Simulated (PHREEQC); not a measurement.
Solution (25 °C): 0.00345 mol CaCl2 and 0.0027 mol Na2SO4 per kg of water. Closed to the air; pH follows from the charge balance.

All values are PHREEQC results (ion-association model, wateq4f.dat), not measurements.

This is a speciation only: nothing precipitates in the calculation.

**Question.** Order these S species by the share of S that they hold, largest first: NaSO4-, SO4-2, CaSO4.

**Answer.** SO4-2 (81 %), CaSO4 (18 %), NaSO4- (1.3 %)

The ionic strength is 0.0165 mol/kgw.
